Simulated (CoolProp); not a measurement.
The fluid at 293.15 K and 0.495 MPa (liquid) is heated at constant pressure to 413.7 K. The same conditions are run with several fluids, on thermodynamics alone (safety and materials aside).

The numbers come from the reference Helmholtz-energy equation of state of each fluid (c-C4F8 (RC318): Platzer 1990; n-perfluoropentane: Gao 2022; R123: Younglove 1994; o-xylene: Zhou 2012; dimethyl carbonate: Zhou 2011) in CoolProp. The equations of Platzer and Polt are older, rougher fits.

```
fluid               heat (kJ/kg)  final phase  final density (kg/m³)
------------------  ------------  -----------  ---------------------
c-C4F8 (RC318)               211          gas                   30.3
n-perfluoropentane           197          gas                   45.7
R123                         258          gas                   23.7
o-xylene                     235       liquid                    774
dimethyl carbonate           234       liquid                    898
```
